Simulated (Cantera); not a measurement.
**Stirred combustor or abatement burner**

A perfectly stirred reactor is fed with 9.08 % CH₃OH, 17.4 % O₂, 59.4 % N₂, 13.6 % H₂O, 0.445 % H₂, equivalence ratio 0.79, at 0.380 bar; it is adiabatic with a 675 K inlet, and is followed from long to short residence time, starting on the burning branch (τ in s: 0.16, 0.068, 0.029, 0.013, 0.0055, 0.0024, 0.001, 0.00045, 0.00019, 8.3e-05).

Detailed kinetics in Cantera: GRI-Mech 3.0 (53 species, 325 reactions). GRI-Mech 3.0 was tuned for natural gas; its chemistry of methanol as a main component is partial and can be far from experiment.

```tsv
τ (s)	T (K)	x CH₃OH	x O₂	x H₂O	x CH₂O	x CH₄	x H
0.16	2104	1.16e-6	0.0353	0.302	1.09e-6	2.81e-8	0.000395
0.068	2088	2.32e-6	0.0360	0.300	2.19e-6	4.12e-8	0.000599
0.029	2060	4.34e-6	0.0371	0.298	4.10e-6	5.72e-8	0.00104
0.013	2020	7.59e-6	0.0386	0.294	7.14e-6	9.03e-8	0.00181
0.0055	1967	1.40e-5	0.0407	0.289	1.29e-5	1.85e-7	0.00316
0.0024	1907	2.61e-5	0.0431	0.284	2.35e-5	4.37e-7	0.00496
0.0010	1842	5.46e-5	0.0460	0.278	4.70e-5	1.23e-6	0.00704
0.00045	1783	0.000119	0.0496	0.275	9.77e-5	3.44e-6	0.00837
0.00019	1709	0.000352	0.0568	0.273	0.000275	1.23e-5	0.00767
8.3e-5	675	0.0908	0.174	0.136	<1e-12	<1e-12	<1e-12
```
x: mole fraction; the columns are a selection and need not sum to one.
